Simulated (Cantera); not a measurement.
**Thermodynamics of silicon epitaxy and polysilicon growth, feed Si2Cl6 + Cl2 + H2**

Input: 1 mol Si2Cl6, 0.27 mol Cl2, 170 mol H2, at 1 atm.

Method: chemical equilibrium by Gibbs-energy minimisation in Cantera with the NASA 1993 tables (ideal gas, pure condensed phases). Candidate condensed phases: Si; 19 gas species. The feed counts by its element totals alone. The tables' values for SiCl3 are old estimates; treat these amounts as uncertain. Kinetics and transport are ignored.

```json
[
 {"T (K)": "1198", "x H2": "0.976", "x HCl": "0.0179", "x SiCl2": "0.000774", "x SiHCl3": "0.00282", "x SiCl4": "0.00192", "x SiH2Cl2": "0.000540", "n Si(s)": "0.880"},
 {"T (K)": "1248", "x H2": "0.973", "x HCl": "0.0216", "x SiCl2": "0.00120", "x SiHCl3": "0.00210", "x SiCl4": "0.00132", "x SiH2Cl2": "0.000453", "n Si(s)": "1.04"},
 {"T (K)": "1298", "x H2": "0.970", "x HCl": "0.0247", "x SiCl2": "0.00168", "x SiHCl3": "0.00144", "x SiCl4": "0.000815", "x SiH2Cl2": "0.000360", "n Si(s)": "1.17"},
 {"T (K)": "1348", "x H2": "0.969", "x HCl": "0.0271", "x SiCl2": "0.00213", "x SiHCl3": "0.000920", "x SiCl4": "0.000454", "x SiH2Cl2": "0.000272", "n Si(s)": "1.27"},
 {"T (K)": "1398", "x H2": "0.967", "x HCl": "0.0287", "x SiCl2": "0.00250", "x SiHCl3": "0.000555", "x SiCl4": "0.000234", "x SiH2Cl2": "0.000198", "n Si(s)": "1.33"},
 {"T (K)": "1448", "x H2": "0.967", "x HCl": "0.0296", "x SiCl2": "0.00278", "x SiHCl3": "0.000326", "x SiCl4": "0.000116", "x SiH2Cl2": "0.000141", "n Si(s)": "1.36"},
 {"T (K)": "1498", "x H2": "0.966", "x HCl": "0.0301", "x SiCl2": "0.00300", "x SiHCl3": "0.000191", "x SiCl4": "5.77e-5", "x SiH2Cl2": "0.000100", "n Si(s)": "1.38"},
 {"T (K)": "1548", "x H2": "0.966", "x HCl": "0.0303", "x SiCl2": "0.00316", "x SiHCl3": "0.000113", "x SiCl4": "2.90e-5", "x SiH2Cl2": "7.18e-5", "n Si(s)": "1.38"},
 {"T (K)": "1598", "x H2": "0.966", "x HCl": "0.0304", "x SiCl2": "0.00329", "x SiHCl3": "6.84e-5", "x SiCl4": "1.50e-5", "x SiH2Cl2": "5.21e-5", "n Si(s)": "1.38"},
 {"T (K)": "1648", "x H2": "0.966", "x HCl": "0.0304", "x SiCl2": "0.00339", "x SiHCl3": "4.24e-5", "x SiCl4": "7.99e-6", "x SiH2Cl2": "3.84e-5", "n Si(s)": "1.37"}
]
```
x: gas mole fraction; n: condensed amount in mol.

From 1198 K to 1648 K the condensed part is Si(s). The main Si-bearing gas is SiHCl3 at 1198 K and SiCl2 at 1648 K. The share of Si in condensed phases is highest at 1548 K (69.1 %) and lowest at 1198 K (44.0 %).
